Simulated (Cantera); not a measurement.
An isothermal, constant-pressure homogeneous reactor starts with 15.3 % H₂, 84.7 % O₂, equivalence ratio 0.090, at 1125 K and 270 Pa.

Model: GRI-Mech 3.0 (53 species, 325 reactions), integrated in Cantera. Radical loss at walls, strong at low pressure, is not modelled. The temperature is held fixed by assumption; the heat of reaction is taken as removed at once.

One state of this run: x H₂ = 0.00133; x O₂ = 0.820; x H₂O₂ = 6.58e-8; x H = 0.00491; x OH = 0.00314; x O = 0.0128; x HO₂ = 1.71e-6. x: mole fraction; the columns are a selection and need not sum to one.

Problem. Which value of t (s) does it belong to?
(A) 0.486
(B) 16.9
(C) 0.00574
(D) 0.0823

Solution. A, 0.486
